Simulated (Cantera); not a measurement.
Input: 1 mol C2F6, 0.68 mol F2, 1.8 mol H2, held at 2052 °C and 1000 Pa.

Equilibrium computed with Cantera from the NASA thermochemical tables; the gas is ideal and each condensed phase is pure. Candidate condensed phases: C, C6H6, C7H8, C8H18; 95 gas species. The feed counts by its element totals alone. Gases not in the tables: C2F6 and larger saturated fluorocarbons. Rates play no part.

Base state: HF 0.606, F 0.198, CF2 0.166, CF4 0.0222, CF 0.00362, CF3 0.00347, H 4.74e-5 (mole fractions); condensed: C(graphite).

Task: What changes in the equilibrium state with this change: pressure from 1000 Pa to 100000 Pa?

Result: 
```json
[
 {"species": "HF", "before": "0.606", "after": "0.767"},
 {"species": "CF4", "before": "0.0222", "after": "0.171"},
 {"species": "CF2", "before": "0.166", "after": "0.0461"},
 {"species": "F", "before": "0.198", "after": "0.0104"},
 {"species": "CHF3", "before": "1.40e-6", "after": "4.93e-5"},
 {"species": "CF", "before": "0.00362", "after": "0.000191"},
 {"species": "C(graphite), mol", "before": "0.839", "after": "0.957"}
]
```
The tables' values for C2F4 are old estimates; treat these amounts as uncertain.

Task: What changes in the equilibrium state with this change: temperature from 2052 °C to 725 °C?

Result: 
```csv
species,before,after
HF,0.606,0.793
CF4,0.0222,0.207
CF3,0.00347,3.13e-9
F,0.198,<1e-9
CF2,0.166,2.31e-9
CF,0.00362,<1e-9
H,4.74e-5,<1e-9
"C(graphite), mol",0.839,1.06
```
